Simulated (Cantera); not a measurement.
A Cantera script and its output.

```python
import numpy as np
import cantera as ct

gas = ct.Solution("h2o2.yaml")
gas.TPX = 1175, 200, {'H2': 0.01, 'O2': 1, 'N2': 0.41}
reactor = ct.IdealGasConstPressureReactor(gas, energy="off", clone=False)
net = ct.ReactorNet([reactor])
net.rtol, net.atol = 1e-08, 1e-18
show = ['H2', 'O2', 'H2O', 'O', 'HO2', 'OH', 'H']
times = np.geomspace(0.0003, 1, 12)

steps = ct.SolutionArray(gas, extra=["t"])
rows = []
print(f"{'t/s':>10s}{'T/K':>9s}{'P/Pa':>11s}" + "".join(f"{s:>11s}" for s in show))
for t in times:
    while net.time < t:
        t_next = net.step()
        steps.append(gas.state, t=t_next)
    rows.append([np.interp(t, steps.t, y) for y in (steps.T, steps.P, *steps(*show).X.T)])
    print(f"{t:10.3e}{rows[-1][0]:9.1f}{rows[-1][1]:11.4g}" + "".join(f"{x:11.3e}" for x in rows[-1][2:]))
rate = np.gradient(steps.T, steps.t)
print("integrator steps:", len(steps.t))
if steps.T.max() > steps.T[0] + 200:
    print(f"time of steepest temperature rise: {steps.t[rate.argmax()]:.4e} s")
gas.TPX = 1175, 200, {'H2': 0.01, 'O2': 1, 'N2': 0.41}
gas.equilibrate("TP")
print(f"equilibrium (TP): T = {gas.T:.1f} K  " + "  ".join(f"{s} {gas[s].X[0]:.3e}" for s in show))
```

Output:

```
       t/s      T/K       P/Pa         H2         O2        H2O          O        HO2         OH          H
 3.000e-04   1175.0        200  7.042e-03  7.042e-01  1.117e-12  3.455e-11  1.265e-10  3.398e-11  9.300e-11
 6.272e-04   1175.0        200  7.042e-03  7.042e-01  8.604e-12  1.239e-10  2.644e-10  1.195e-10  1.490e-10
 1.311e-03   1175.0        200  7.042e-03  7.042e-01  5.912e-11  3.965e-10  5.528e-10  3.673e-10  2.152e-10
 2.741e-03   1175.0        200  7.042e-03  7.042e-01  3.608e-10  1.188e-09  1.156e-09  1.020e-09  3.280e-10
 5.730e-03   1175.0        200  7.042e-03  7.042e-01  2.152e-09  3.901e-09  2.416e-09  3.014e-09  6.645e-10
 1.198e-02   1175.0        200  7.042e-03  7.042e-01  1.585e-08  1.852e-08  5.055e-09  1.303e-08  2.379e-09
 2.504e-02   1175.0        200  7.042e-03  7.042e-01  2.626e-07  2.444e-07  1.068e-08  1.658e-07  2.860e-08
 5.235e-02   1175.0        200  6.980e-03  7.042e-01  4.578e-05  4.096e-05  4.228e-08  2.754e-05  4.803e-06
 1.094e-01   1175.0        200  2.769e-04  6.980e-01  6.074e-03  5.516e-03  1.587e-07  8.674e-04  5.154e-04
 2.288e-01   1175.0        200  2.997e-05  6.977e-01  6.586e-03  6.110e-03  1.109e-07  5.198e-04  3.342e-04
 4.783e-01   1175.0        200  2.907e-05  6.978e-01  6.598e-03  5.950e-03  1.096e-07  5.126e-04  3.209e-04
 1.000e+00   1175.0        200  2.760e-05  6.981e-01  6.619e-03  5.633e-03  1.071e-07  4.995e-04  2.959e-04
integrator steps: 667
equilibrium (TP): T = 1175.0 K  H2 1.417e-09  O2 7.032e-01  H2O 7.065e-03  O 2.756e-07  HO2 1.405e-09  OH 3.609e-06  H 1.039e-10
```

Detailed kinetics in Cantera: the H2/O2 subset of GRI-Mech 3.0, which has no nitrogen chemistry. Radical loss at walls, strong at low pressure, is not modelled.
